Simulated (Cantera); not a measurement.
## Thermodynamics of silicon etching in halogen gases, feed Si + NF3 + H2

A closed system holds: 1 mol Si, 1.1 mol NF3, 0.91 mol H2, equilibrated at 0.230 bar.

Method: chemical equilibrium by Gibbs-energy minimisation in Cantera with the NASA 1993 tables (ideal gas, pure condensed phases). Candidate condensed phases: Si, Si3N4; 37 gas species. The tables' values for SiF3, SiF2 are old estimates; treat these amounts as uncertain. The numbers say what is thermodynamically allowed, not how fast it happens.

| T (K) | log p H2 | log p SiF4 | log p N2 | log p SiHF3 | n Si3N4(s) |
|---|---|---|---|---|---|
| 973 | -1.02 | -1.06 | -1.34 | -3.97 | 0.0583 |
| 1023 | -1.02 | -1.06 | -1.34 | -3.79 | 0.0583 |
| 1073 | -1.02 | -1.06 | -1.34 | -3.63 | 0.0583 |
| 1123 | -1.02 | -1.06 | -1.34 | -3.48 | 0.0583 |
| 1173 | -1.02 | -1.06 | -1.34 | -3.34 | 0.0583 |
| 1223 | -1.02 | -1.06 | -1.34 | -3.22 | 0.0582 |
| 1273 | -1.02 | -1.06 | -1.34 | -3.11 | 0.0581 |
| 1323 | -1.02 | -1.07 | -1.34 | -3.00 | 0.0578 |
| 1373 | -1.02 | -1.07 | -1.34 | -2.91 | 0.0574 |
log p: log10 of the partial pressure in bar; n: condensed amount in mol.

From 973 K to 1373 K the condensed part is Si3N4(s). The main Si-bearing gas is SiF4 throughout.
